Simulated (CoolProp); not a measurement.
Octamethyltrisiloxane (MDM) at several states: Z from the reference equation and from simpler models built on Tc = 292.2 °C, pc = 14.38 bar, ω = 0.528; each cubic takes its own stable root.

Computed with CoolProp (reference Helmholtz-energy equation of state, Thol 2017).

```tsv
T (°C)	p (bar)	phase	reference	van der Waals	Redlich-Kwong	Soave-Redlich-Kwong	Peng-Robinson
159.65	1.17	gas	0.9188	0.9526	0.9383	0.9249	0.9212
224.15	1.56	gas	0.9374	0.9544	0.9445	0.9380	0.9334
77.35	7.94	liquid	0.08446	0.1448	0.09909	0.09294	0.08251
246.65	0.159	gas	0.9949	0.9960	0.9952	0.9948	0.9944
-36.95	4.84	liquid	0.06649	0.1174	0.07894	0.07624	0.06806
-38.55	26.5	liquid	0.3650	0.6380	0.4323	0.4187	0.3740
```
